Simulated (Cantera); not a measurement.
Thermodynamics of silicon oxide and oxynitride deposition, feed SiF4 + H2O + N2

A closed system holds: 1 mol SiF4, 2.1 mol H2O, 52 mol N2, at 100000 Pa.

Cantera equilibrium calculation (NASA polynomials, part measured and part estimated; ideal gas, pure solids and liquids). Candidate condensed phases: H2O, Si, SiO2, Si2N2O, Si3N4; 58 gas species. The tables' values for SiF3 are old estimates; treat these amounts as uncertain. The tables hold silica as quartz up to 1696 K and as liquid above; real silica turns to tridymite and cristobalite and melts near 1996 K. Gases not in the tables: Si(OH)4. Kinetics and transport are ignored.

```tsv
T (K)	log p N2	log p HF	log p H2O	log p SiF4	log p H2	log p NO	log p OH	log p O2	n SiO2(β-quartz)	n SiO2(condensed)
875	-0.03	-1.63	-1.58	-1.91	-8.85	-9.45	-10.59	-9.28	0.322	0
975	-0.03	-1.52	-1.64	-1.98	-7.87	-8.41	-9.39	-8.33	0.420	0
1075	-0.03	-1.44	-1.71	-2.05	-7.08	-7.58	-8.42	-7.57	0.510	0
1175	-0.03	-1.38	-1.78	-2.13	-6.43	-6.89	-7.63	-6.94	0.586	0
1275	-0.03	-1.33	-1.84	-2.20	-5.89	-6.31	-6.97	-6.43	0.650	0
1375	-0.03	-1.30	-1.90	-2.27	-5.42	-5.82	-6.40	-5.99	0.702	0
1475	-0.03	-1.27	-1.96	-2.34	-5.03	-5.40	-5.92	-5.61	0.745	0
1575	-0.03	-1.25	-2.01	-2.40	-4.68	-5.03	-5.50	-5.29	0.779	0
1675	-0.03	-1.24	-2.06	-2.46	-4.37	-4.71	-5.13	-5.01	0.807	0
1775	-0.03	-1.23	-2.11	-2.52	-4.11	-4.42	-4.80	-4.76	0	0.831
1875	-0.03	-1.22	-2.16	-2.58	-3.87	-4.17	-4.52	-4.53	0	0.851
1975	-0.03	-1.21	-2.20	-2.63	-3.66	-3.94	-4.26	-4.33	0	0.867
```
log p: log10 of the partial pressure in bar; n: condensed amount in mol.

From 875 K to 1675 K the condensed part is SiO2(β-quartz). From 1775 K to 1975 K the condensed part is SiO2(condensed). The share of Si in condensed phases is highest at 1975 K (86.7 %) and lowest at 875 K (32.2 %).
